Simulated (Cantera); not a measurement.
Input: 1 mol Si3N4, 0.042 mol CO2, 12 mol H2, 0.015 mol N2O, equilibrated at 9.70 mbar.

Equilibrium computed with Cantera from the NASA thermochemical tables; the gas is ideal and each condensed phase is pure. Candidate condensed phases: C, C6H6, C7H8, C8H18, H2O, Si, SiC, SiO2, Si2N2O, Si3N4; 151 gas species. Mutual solubility and eutectic melting of coexisting phases are not modelled. The tables' values for SiN are old estimates; treat these amounts as uncertain. Gases not in the tables: Si2H6 and higher silanes. Equilibrium is a limit: real reactors are often held back by kinetics, nucleation or transport. All values below are at 1675 °C.

Base state: H2 0.838, N2 0.142, H 0.0105, SiO 0.00558, Si 0.00239, CO 0.00137, HCN 0.000185, SiH 0.000166 (mole fractions); condensed: Si(l) + SiC(s).

Q: What changes in the equilibrium state with this change: CO2 from 0.042 to 0.83 mol?

A: 
| species | before | after |
|---|---|---|
| H2 | 0.838 | 0.754 |
| N2 | 0.142 | 0.127 |
| SiO | 0.00558 | 0.0850 |
| CO | 0.00137 | 0.0209 |
| H | 0.0105 | 0.00996 |
| SiH2 | 6.57e-5 | 5.91e-5 |
| HCN | 0.000185 | 0.000167 |
| Si(l), mol | 2.86 | 1.12 |
| SiC(s), mol | 0.0189 | 0.495 |
